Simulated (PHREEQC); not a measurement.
0.023 g of hydrous ferric oxide (600 m²/g; 0.2 weak and 0.005 strong sites per Fe, Dzombak-Morel constants, diffuse double layer) in 1 kg of water with 0.05 mol/kgw of an inert sodium salt and 8.3e-07 mol MgCl2 and 1.1e-07 mol CuSO4, at 25 °C; the pH is set by adding NaOH or the inert anion's acid. Oxygen is held at 0.21 atm. No CO2 enters from the air. No solid was allowed to form.

Base run: PHREEQC, ion-association model, wateq4f.dat. Each further column changes one thing. The table gives Cu sorbed (%).

```tsv
pH	base	no electrostatic term (-no_edl)	background salt from 0.05 to 0.005 mol/kgw	oxide from 0.023 to 0.11 g/kgw	1.2e-05 mol/kgw NiCl2 added
3	0.0	0.0	0.0	0.0	0.0
4	0.2	0.3	0.2	1.1	0.2
4.5	1.9	2.9	1.7	8.5	1.9
5.5	51.9	73.7	49.4	84.0	51.4
6	88.6	96.4	88.3	97.5	87.1
7	99.6	99.9	99.5	99.9	98.3
8	99.7	99.8	99.7	99.9	96.4
8.5	99.6	99.2	99.7	99.9	93.7
9.5	99.4	78.9	99.6	99.9	87.8
10	99.2	31.1	99.5	99.8	83.2
11	97.5	0.5	99.1	99.5	59.5
```

The database's constant for dissolved Cu(OH)2 is higher than later reviews accept. The oxide is taken as insoluble; below pH 4 it would dissolve. In at least one series the solution becomes supersaturated in solids that the run did not let form, among them Ni(OH)2.
